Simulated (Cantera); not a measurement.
Input: 1 mol C3H6, 27 mol H2, 0.043 mol NH3, equilibrated at 850 K and 1.33 mbar.

Cantera equilibrium calculation (NASA polynomials, part measured and part estimated; ideal gas, pure solids and liquids). Candidate condensed phases: C, C6H6, C7H8, C8H18; 92 gas species. The numbers say what is thermodynamically allowed, not how fast it happens.

Base state: H2 0.998, CH4 0.000827, N2 0.000715 (mole fractions); condensed: C(graphite).

Task: What changes in the equilibrium state with this change: temperature from 850 K to 2273 K?

Result: 
| species | before | after |
|---|---|---|
| H2 | 0.998 | 0.791 |
| H | <1e-9 | 0.205 |
| C2H2 (acetylene) | <1e-9 | 0.00298 |
| HCN | 8.17e-9 | 0.000597 |
| HNC | <1e-9 | 5.24e-5 |
| C2H | <1e-9 | 3.25e-5 |
| CH4 | 0.000827 | 1.89e-7 |
| N2 | 0.000715 | 0.000314 |
| C(graphite), mol | 2.98 | 2.77 |

Task: What changes in the equilibrium state with this change: NH3 from 0.043 to 2 mol?

Result: 
```tsv
species	before	after
H2	0.998	0.970
N2	0.000715	0.0294
CH4	0.000827	0.000780
C(graphite), mol	2.98	2.97
```
